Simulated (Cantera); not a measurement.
A closed system holds: 1 mol FeS, 27 mol H2, held at 18.8 Torr.

Cantera equilibrium calculation (NASA polynomials, part measured and part estimated; ideal gas, pure solids and liquids). Candidate condensed phases: Fe, FeS, FeS2, S; 8 gas species. Kinetics and transport are ignored.

Which condensed phases are stable at each of these points (T (K)): 1900, 1925, 1950, 1975, 2000, 2025, 2050, 2075, 2100, 2125, 2150?


```json
[
 {"T (K)": "1900", "condensed phases": "Fe(l)", "Fe condensed (%)": "87.7"},
 {"T (K)": "1925", "condensed phases": "Fe(l)", "Fe condensed (%)": "83.2"},
 {"T (K)": "1950", "condensed phases": "Fe(l)", "Fe condensed (%)": "77.3"},
 {"T (K)": "1975", "condensed phases": "Fe(l)", "Fe condensed (%)": "69.5"},
 {"T (K)": "2000", "condensed phases": "Fe(l)", "Fe condensed (%)": "59.2"},
 {"T (K)": "2025", "condensed phases": "Fe(l)", "Fe condensed (%)": "45.9"},
 {"T (K)": "2050", "condensed phases": "Fe(l)", "Fe condensed (%)": "28.6"},
 {"T (K)": "2075", "condensed phases": "Fe(l)", "Fe condensed (%)": "6.2"},
 {"T (K)": "2100", "condensed phases": "gas only", "Fe condensed (%)": "0.0"},
 {"T (K)": "2125", "condensed phases": "gas only", "Fe condensed (%)": "0.0"},
 {"T (K)": "2150", "condensed phases": "gas only", "Fe condensed (%)": "0.0"}
]
```

From 1900 K to 2075 K the condensed part is Fe(l). From 2100 K to 2150 K nothing is condensed.
